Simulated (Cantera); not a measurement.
Feed: 1 mol CCl4, 0.16 mol Si, 0.13 mol H2, held at 1375 K and 0.250 bar.

These are equilibrium values from Cantera (NASA tables, ideal gas, pure condensed phases), not measurements of a reactor. Candidate condensed phases: C, C6H6, C7H8, C8H18, Si, SiC; 109 gas species. Equilibrium is a limit: real reactors are often held back by kinetics, nucleation or transport.

Base state: Cl2 0.751, HCl 0.129, SiCl4 0.0796, Cl 0.0405, CCl4 5.37e-5 (mole fractions); condensed: C(graphite).

Problem. What changes in the equilibrium state with this change: temperature from 1375 K to 1223.15 K?

Solution. 
```tsv
species	before	after
Cl2	0.751	0.777
HCl	0.129	0.131
SiCl4	0.0796	0.0808
Cl	0.0405	0.0106
CCl4	5.37e-5	0.000148
C(graphite), mol	1.000	1.000
```
Gases not in the tables: chlorinated aromatics.

Problem. What changes in the equilibrium state with this change: temperature from 1375 K to 1148.15 K?

Solution. 
```
species            before     after
----------------  -------  --------
Cl2                 0.751     0.782
HCl                 0.129     0.132
SiCl4              0.0796    0.0810
Cl                 0.0405   0.00475
CCl4              5.37e-5  0.000264
C(graphite), mol    1.000     0.999
```
Gases not in the tables: chlorinated aromatics.
